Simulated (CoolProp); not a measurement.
Saturation properties of n-perfluoropentane (Tc = 147.9 °C, pc = 2063 kPa, ω = 0.436).

Values from CoolProp's reference Helmholtz-energy equation of state, Gao 2022.

```csv
T (°C),p (kPa),liquid density (kg/m³),vapour density (kg/m³),enthalpy of vaporisation (kJ/kg),liquid cp (kJ/(kg K))
46.55,183.0,1531,21.71,…,1.092
51.95,216.9,1511,…,83.44,1.103
57.35,255.4,1490,30.09,81.56,…
62.75,298.9,1469,…,…,1.127
68.15,347.8,1447,40.97,77.58,1.140
73.55,402.6,1425,47.55,75.46,1.153
78.95,463.6,…,…,73.24,…
84.35,531.4,1377,63.53,70.91,1.183
```

### Question
Complete the blanks.

### Answer

- 46.55, enthalpy of vaporisation (kJ/kg): 85.25
- 51.95, vapour density (kg/m³): 25.63
- 57.35, liquid cp (kJ/(kg K)): 1.115
- 62.75, vapour density (kg/m³): 35.18
- 62.75, enthalpy of vaporisation (kJ/kg): 79.61
- 78.95, liquid density (kg/m³): 1401
- 78.95, vapour density (kg/m³): 55.03
- 78.95, liquid cp (kJ/(kg K)): 1.167

It boils at 29.3 °C under 1 atm.
